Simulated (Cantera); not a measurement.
A closed system holds: 1 mol B2H6, 0.68 mol NH3, at 14.0 mbar.

Cantera equilibrium calculation (NASA polynomials, part measured and part estimated; ideal gas, pure solids and liquids). Candidate condensed phases: B, BN; 15 gas species. The feed counts by its element totals alone. Mutual solubility and eutectic melting of coexisting phases are not modelled. Rates play no part.

Task: Which condensed phases are stable at each of these points (T (°C)): 577, 777, 977, 1177, 1377, 1577, 1777, 1977?

Result: 
```csv
T (°C),condensed phases,B condensed (%)
577,B(s) + BN(s),100.0
777,B(s) + BN(s),100.0
977,B(s) + BN(s),100.0
1177,B(s) + BN(s),100.0
1377,B(s) + BN(s),100.0
1577,B(s) + BN(s),100.0
1777,B(s) + BN(s),99.9
1977,B(s),99.6
```

From 577 °C to 1777 °C the condensed part is B(s) + BN(s). At 1977 °C the condensed part is B(s).
